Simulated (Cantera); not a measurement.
Input: 1 mol SiH4, 0.0099 mol Cl2, 240 mol N2, at 1748 K and 0.00130 bar.

Cantera equilibrium calculation (NASA polynomials, part measured and part estimated; ideal gas, pure solids and liquids). Candidate condensed phases: NH4Cl, Si, Si3N4; 28 gas species. The tables' values for SiN are old estimates; treat these amounts as uncertain. Kinetics and transport are ignored.

Base state: N2 0.990, H2 0.00793, Si 0.00112, H 0.000564, HCl 7.00e-5, Si2N 3.55e-5, SiN 2.08e-5 (mole fractions); condensed: Si(l).

Task: What changes in the equilibrium state with this change: temperature from 1748 K to 1348.15 K?

Result: 
```csv
species,before,after
N2,0.990,0.992
H2,0.00793,0.00824
HCl,7.00e-5,8.19e-5
Si,0.00112,1.74e-9
H,0.000564,5.84e-6
Si2N,3.55e-5,<1e-9
SiN,2.08e-5,<1e-9
"Si(l), mol",0.700,0
"Si3N4(s), mol",0,0.333
```
N2 is the only nitrogen source here; it is nearly inert below about 1500 K, so the nitride shown seldom forms there in practice.

Task: What changes in the equilibrium state with this change: SiH4 replaced by SiHCl3?

Result: 
```json
[
 {"species": "N2", "before": "0.990", "after": "0.991"},
 {"species": "SiCl2", "before": "2.06e-6", "after": "0.00404"},
 {"species": "HCl", "before": "7.00e-5", "after": "0.00338"},
 {"species": "H2", "before": "0.00793", "after": "0.000319"},
 {"species": "SiCl3", "before": "<1e-9", "after": "1.76e-5"},
 {"species": "Si2N", "before": "3.55e-5", "after": "4.10e-8"},
 {"species": "Cl", "before": "3.84e-6", "after": "0.000924"},
 {"species": "Si", "before": "0.00112", "after": "3.80e-5"},
 {"species": "Si(l), mol", "before": "0.700", "after": "0"}
]
```
The tables' values for SiCl, SiCl3 are old estimates; treat these amounts as uncertain.
